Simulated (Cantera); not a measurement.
A closed system holds: 1 mol Si3N4, 0.026 mol CO2, 130 mol N2, equilibrated at 1175 K and 10000 Pa.

Equilibrium computed with Cantera from the NASA thermochemical tables; the gas is ideal and each condensed phase is pure. Candidate condensed phases: C, Si, SiC, SiO2, Si2N2O, Si3N4; 34 gas species. Mutual solubility and eutectic melting of coexisting phases are not modelled. The numbers say what is thermodynamically allowed, not how fast it happens.

Base state: N2 1.00 (mole fractions); condensed: C(graphite) + Si2N2O(s) + Si3N4(s).

Task: What changes in the equilibrium state with this change: temperature from 1175 K to 1575 K?

Result: 
```tsv
species	before	after
N2	1.00	1.000
CO	2.84e-7	0.000200
C(graphite), mol	0.0260	0
Si2N2O(s), mol	0.0520	0.0252
Si3N4(s), mol	0.965	0.983
```

Task: What changes in the equilibrium state with this change: temperature from 1175 K to 1700 K?

Result: 
```csv
species,before,after
N2,1.00,1.000
CO,2.84e-7,0.000200
SiO,<1e-9,0.000154
"C(graphite), mol",0.0260,0
"Si2N2O(s), mol",0.0520,0.00599
"Si3N4(s), mol",0.965,0.989
```
